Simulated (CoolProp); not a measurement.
Vapour-liquid equilibrium of acetone (1) + dimethyl carbonate (2) at 75.95 °C; x and y are mole fractions of (1).

The numbers come from the multi-fluid Helmholtz-energy mixture model, Lemmon 2006 and Zhou 2011; pair parameters Bell 2016 in CoolProp.

Task: Give the bubble pressure and the first vapour's composition at x = 0.05, 0.5, 0.65. Is there an azeotrope?

Result: x = 0.05: 0.07062 MPa, y = 0.148; x = 0.5: 0.1278 MPa, y = 0.735; x = 0.65: 0.1461 MPa, y = 0.835. No azeotrope shows between x = 0.05 and 0.95.

The pair parameters rest on a limited set of measurements; away from them the model extrapolates.
